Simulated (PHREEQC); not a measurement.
Dissolve 74 mmol/kgw NiSO4, 42 mmol/kgw H3BO3 and 16 mmol/kgw HCl at 25 °C. Closed to the air; pH follows from the charge balance.

Model: ion-association model, wateq4f.dat, run in PHREEQC.

This is a speciation only: nothing precipitates in the calculation.

Problem. Order these S species by the share of S that they hold, largest first: HSO4-, SO4-2, NiSO4, Ni(SO4)2-2.

Solution. SO4-2 (49 %), NiSO4 (39 %), HSO4- (12 %), Ni(SO4)2-2 (0.15 %)

Problem. Order these Ni species by the share of Ni that they hold, largest first: NiSO4, NiCl+, Ni+2.

Solution. Ni+2 (60 %), NiSO4 (39 %), NiCl+ (0.71 %)

The pH is 2.23 and the ionic strength 0.177 mol/kgw.
